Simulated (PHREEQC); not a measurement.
1 kg of water holding 0.11 mol/kgw Na2SO4 and 0.044 mol/kgw NaCl is evaporated at 40 °C; the solids stay in contact with the brine. No CO2 enters from the air. Solids allowed: Halite, Mirabilite, Thenardite. Others were left out.

The numbers come from PHREEQC with the Pitzer model, pitzer.dat.

### Question
Predict ionic strength at water left (kg) = 0.06418, 0.05275.

### Answer
```csv
water left (kg),ionic strength
0.06418,5.83
0.05275,7.09
```

Species that the database lacks are ignored. Constants without temperature data keep their 25 °C values here.
